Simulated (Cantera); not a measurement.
Moist CO burnout

A perfectly stirred reactor is fed with CO : O₂ : H₂O : N₂ = 0.0031 : 0.0027 : 0.0055 : 1 (molar parts), at 1.00 bar; it is held at 1375 K, and followed from long to short residence time.

Cantera simulation using GRI-Mech 3.0 (53 species, 325 reactions); the numbers are that mechanism's predictions, not measurements.

```csv
τ (s),x CO,x O₂,x H₂O,x NO₂,x H₂O₂,x O
17,8.99e-6,0.00114,0.00544,1.35e-9,8.71e-10,1.19e-6
3.5,2.56e-5,0.00115,0.00543,1.06e-9,2.16e-9,3.15e-6
0.72,7.24e-5,0.00117,0.00541,5.00e-10,5.24e-9,8.46e-6
0.15,0.000197,0.00124,0.00536,2.02e-10,1.18e-8,2.22e-5
0.031,0.000507,0.00142,0.00527,1.04e-10,2.28e-8,5.45e-5
0.0064,0.00119,0.00178,0.00515,5.87e-11,3.42e-8,0.000109
0.0013,0.00234,0.00232,0.00522,1.17e-11,2.79e-8,0.000111
```
x: mole fraction; the columns are a selection and need not sum to one.
